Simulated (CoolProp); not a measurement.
The fluid at 283 K and 0.0419 MPa is throttled through a valve to 0.0151 MPa with no heat exchange. The same conditions are run with several fluids, on thermodynamics alone (safety and materials aside).

Values from CoolProp's reference Helmholtz-energy equation of state of each fluid (R114: Platzer 1990; C3F8 (R218): Lemmon 2006; propylene: Lemmon 2013; chloromethane (R40): Thol 2014; R507A: Lemmon 2003). The equations of Platzer and Polt are older, rougher fits. Blends and air are pseudo-pure fits.

```tsv
fluid	temperature change (K)	final density (kg/m³)
R114	(withheld)	(withheld)
C3F8 (R218)	(withheld)	(withheld)
propylene	-0.5	(withheld)
chloromethane (R40)	(withheld)	(withheld)
R507A	-0.5	(withheld)
```

Problem. Complete the blanks.

Solution. 
- R114, temperature change (K): -0.6
- R114, final density (kg/m³): 1.10
- C3F8 (R218), temperature change (K): -0.4
- C3F8 (R218), final density (kg/m³): 1.21
- propylene, final density (kg/m³): 0.271
- chloromethane (R40), temperature change (K): -1.2
- chloromethane (R40), final density (kg/m³): 0.326
- R507A, final density (kg/m³): 0.638
